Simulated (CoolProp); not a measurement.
Isobutene along the isotherm 448.7 K: density (kg/m³) from the reference equation and from simpler models built on Tc = 418.1 K, pc = 4016 kPa, ω = 0.193; each cubic takes its own stable root.

Computed with CoolProp (reference Helmholtz-energy equation of state, Lemmon 2005). It is a short technical equation, of lower accuracy than the large ones.

```csv
p (kPa),phase,reference
837,gas,13.38
1670,gas,28.67
2510,gas,46.91
3350,gas,69.50
4180,supercritical,99.04
5020,supercritical,143.1
5860,supercritical,214.2
6690,supercritical,282.6
7530,supercritical,321.5
8370,supercritical,345.5
9200,supercritical,362.6
10000,supercritical,375.4
```

Problem. How far does each simpler model (van der Waals, Peng-Robinson) lie from the reference over these 12 states: mean and median of the absolute difference, and the worst?

Solution. 
- van der Waals: mean 9.4 %, median 5.4 %, worst -22.3 % at 448.7 K and 10000 kPa
- Peng-Robinson: mean 3.6 %, median 2.9 %, worst -8.0 % at 448.7 K and 6690 kPa
